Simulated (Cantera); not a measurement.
An isothermal, constant-pressure homogeneous reactor starts with C₂H₆ : N₂ = 1 : 4.3 (molar parts), at 1825 K and 1330 Pa. Integrator tolerance rtol = 1e-08.

Detailed kinetics in Cantera: GRI-Mech 3.0 (53 species, 325 reactions). GRI-Mech 3.0 stops at C3 and has no aromatics, soot or wall deposition, so with more carbon than oxygen in the feed, carbon stays in small species such as C2H2 where larger ones or solid carbon would form. Radical loss at walls, strong at low pressure, is not modelled.

Q: What does this change do: temperature 1825 to 1075 K?

A: 
```json
[
 {"quantity": "x(C₂H₆) at 4.00 s", "before": "2.64e-10 (gas-phase equilibrium 2.20e-11)", "after": "0.0316 (gas-phase equilibrium 2.05e-5)"},
 {"quantity": "x(C₂H₂) at 4.00 s", "before": "0.137 (gas-phase equilibrium 0.0748)", "after": "0.00552 (gas-phase equilibrium 0.0621)"},
 {"quantity": "x(CH₂) at 4.00 s", "before": "1.24e-7 (gas-phase equilibrium 3.12e-8)", "after": "4.93e-11 (gas-phase equilibrium <1e-12)"},
 {"quantity": "x(C₂H) at 4.00 s", "before": "9.75e-6 (gas-phase equilibrium 5.34e-6)", "after": "3.70e-12 (gas-phase equilibrium <1e-12)"},
 {"quantity": "x(CH₄) at 4.00 s", "before": "0.000100 (gas-phase equilibrium 2.49e-5)", "after": "0.0169 (gas-phase equilibrium 0.0960)"},
 {"quantity": "x(HCN) at 4.00 s", "before": "5.69e-5 (gas-phase equilibrium 0.124)", "after": "1.70e-12 (gas-phase equilibrium 0.0578)"}
]
```
